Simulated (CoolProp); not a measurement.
Model: reference Helmholtz-energy equation of state, Span 2000, in CoolProp.

### Question
Give the vapour pressure (kPa), vapour density (kg/m³), surface tension (mN/m), liquid viscosity (µPa s) of saturated nitrogen at 95.2, 99.3, 115.7 K.

### Answer
```json
[
 {"T (K)": "95.2", "p (kPa)": "549", "vapour density (kg/m³)": "22.6", "surface tension (mN/m)": "5.04", "liquid viscosity (µPa s)": "87.5"},
 {"T (K)": "99.3", "p (kPa)": "741", "vapour density (kg/m³)": "30.4", "surface tension (mN/m)": "4.22", "liquid viscosity (µPa s)": "77.3"},
 {"T (K)": "115.7", "p (kPa)": "2010", "vapour density (kg/m³)": "91.6", "surface tension (mN/m)": "1.31", "liquid viscosity (µPa s)": "46.1"}
]
```

Viscosity comes from a separate model (Lemmon 2004). Surface tension comes from a separate correlation (Mulero 2012).
